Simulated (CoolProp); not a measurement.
Vapour-liquid equilibrium of n-octane (1) + n-dodecane (2) at 379 kPa; x and y are mole fractions of (1).

Model: multi-fluid Helmholtz-energy mixture model, Beckmüller 2019 and Lemmon 2004; pair parameters Bell 2016, in CoolProp.

**Question.** Give the bubble temperature and the first vapour's composition at x = 0.35, 0.575, 0.875. Is there an azeotrope?

**Answer.** x = 0.35: 504.8 K, y = 0.716; x = 0.575: 482.2 K, y = 0.886; x = 0.875: 460.9 K, y = 0.980. No azeotrope shows between x = 0.05 and 0.95.

The pair parameters rest on a limited set of measurements; away from them the model extrapolates.
